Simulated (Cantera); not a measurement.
**Fe₃O₄ + C + H₂ (carbothermic reduction)**

Feed: 1 mol Fe₃O₄, 2.2 mol C, a varied amount of H₂, at 1925 K and 1.00 bar.

These are equilibrium values from Cantera (NASA tables, ideal gas, pure condensed phases), not measurements of a reactor. Candidate condensed phases: C, C₆H₆, C₇H₈, C₈H₁₈, Fe, Fe(CO)₅, FeO, Fe(OH)₂, Fe(OH)₃, Fe₂O₃, Fe₃O₄, H₂O; 114 gas species. Each liquid is taken as pure. Mutual solubility and eutectic melting of coexisting phases are not modelled. The tables' stoichiometric FeO is somewhat more stable than real wüstite, so its field is too wide. FeO: taken at fixed stoichiometry. Rates play no part.

| n(H₂) (mol) | x H₂ | x CO | x H₂O | x CO₂ | x H | x Fe | n Fe(l) | n FeO(l) |
|---|---|---|---|---|---|---|---|---|
| 1.8 | 0.307 | 0.496 | 0.142 | 0.0535 | 0.000530 | 0.000152 | 1.98 | 1.02 |
| 2.5 | 0.363 | 0.422 | 0.168 | 0.0455 | 0.000576 | 0.000152 | 2.21 | 0.793 |
| 3.3 | 0.409 | 0.361 | 0.190 | 0.0389 | 0.000612 | 0.000152 | 2.46 | 0.540 |
| 4 | 0.440 | 0.320 | 0.204 | 0.0345 | 0.000634 | 0.000152 | 2.68 | 0.318 |
| 4.8 | 0.468 | 0.284 | 0.217 | 0.0306 | 0.000654 | 0.000152 | 2.93 | 0.0643 |
| 5.5 | 0.505 | 0.261 | 0.209 | 0.0250 | 0.000679 | 0.000152 | 3.00 | 0 |
| 6.3 | 0.548 | 0.239 | 0.192 | 0.0195 | 0.000708 | 0.000152 | 3.00 | 0 |
| 7.1 | 0.585 | 0.221 | 0.178 | 0.0156 | 0.000731 | 0.000152 | 3.00 | 0 |
| 7.8 | 0.612 | 0.207 | 0.167 | 0.0131 | 0.000748 | 0.000152 | 3.00 | 0 |
| 8.6 | 0.640 | 0.193 | 0.156 | 0.0109 | 0.000765 | 0.000152 | 3.00 | 0 |
| 9.3 | 0.661 | 0.182 | 0.147 | 0.00939 | 0.000777 | 0.000152 | 3.00 | 0 |
| 10 | 0.680 | 0.172 | 0.139 | 0.00819 | 0.000788 | 0.000152 | 3.00 | 0 |
x: gas mole fraction; n: condensed amount in mol.

From 1.8 mol H₂ to 4.8 mol H₂ the condensed part is Fe(l) + FeO(l). From 5.5 mol H₂ to 10 mol H₂ the condensed part is Fe(l). The main Fe-bearing gas is Fe throughout.
